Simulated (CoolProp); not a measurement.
Methanol along the isobar 9660 kPa: density (kg/m³) from the reference equation and from simpler models built on Tc = 513.4 K, pc = 8216 kPa, ω = 0.565; each cubic takes its own stable root.

Model: reference Helmholtz-energy equation of state, de Reuck 1993, in CoolProp.

```json
[
 {"T (K)": "299.7", "phase": "liquid", "reference": "793.9"},
 {"T (K)": "333.7", "phase": "liquid", "reference": "763.2"},
 {"T (K)": "367.6", "phase": "liquid", "reference": "730.5"},
 {"T (K)": "401.6", "phase": "liquid", "reference": "693.4"},
 {"T (K)": "435.6", "phase": "liquid", "reference": "648.6"},
 {"T (K)": "469.5", "phase": "liquid", "reference": "589.7"},
 {"T (K)": "503.5", "phase": "liquid", "reference": "493.0"},
 {"T (K)": "537.5", "phase": "supercritical", "reference": "135.5"},
 {"T (K)": "571.4", "phase": "supercritical", "reference": "94.69"},
 {"T (K)": "605.4", "phase": "supercritical", "reference": "79.70"}
]
```

How far does each simpler model (van der Waals, Redlich-Kwong, Soave-Redlich-Kwong, Peng-Robinson) lie from the reference over these 10 states: mean and median of the absolute difference, and the worst?


- van der Waals: mean 38.5 %, median 50.4 %, worst -50.6 % at 401.6 K and 9660 kPa
- Redlich-Kwong: mean 24.1 %, median 29.0 %, worst -36.2 % at 503.5 K and 9660 kPa
- Soave-Redlich-Kwong: mean 19.9 %, median 23.7 %, worst -33.6 % at 503.5 K and 9660 kPa
- Peng-Robinson: mean 12.3 %, median 14.0 %, worst -25.9 % at 503.5 K and 9660 kPa
